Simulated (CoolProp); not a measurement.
Vapour-liquid equilibrium of carbon dioxide (1) + carbonyl sulfide (2) at 229 K; x and y are mole fractions of (1).

Values from CoolProp's multi-fluid Helmholtz-energy mixture model, Span 1996 and Lemmon 2006; pair parameters Bell 2016.

| x | bubble pressure (MPa) | y at the bubble point | dew pressure at overall composition x (MPa) | liquid density (mol/L) |
|---|---|---|---|---|
| 0.05 | 0.2062 | 0.376 | 0.1394 | 19.57 |
| 0.125 | 0.3011 | 0.594 | 0.1507 | 19.93 |
| 0.2 | 0.3803 | 0.696 | 0.1640 | 20.31 |
| 0.275 | 0.4467 | 0.755 | 0.1797 | 20.70 |
| 0.35 | 0.5032 | 0.795 | 0.1987 | 21.10 |
| 0.425 | 0.5521 | 0.826 | 0.2221 | 21.52 |
| 0.5 | 0.5957 | 0.850 | 0.2516 | 21.96 |
| 0.575 | 0.6359 | 0.871 | 0.2897 | 22.43 |
| 0.65 | 0.6741 | 0.892 | 0.3405 | 22.92 |
| 0.725 | 0.7118 | 0.911 | 0.4108 | 23.44 |
| 0.8 | 0.7500 | 0.932 | 0.5102 | 24.00 |
| 0.875 | 0.7894 | 0.955 | 0.6426 | 24.61 |
| 0.95 | 0.8307 | 0.981 | 0.7810 | 25.26 |

No azeotrope shows between x = 0.05 and 0.95.

Pair parameters are fitted to limited data, so mixtures are less certain than the pure fluids.
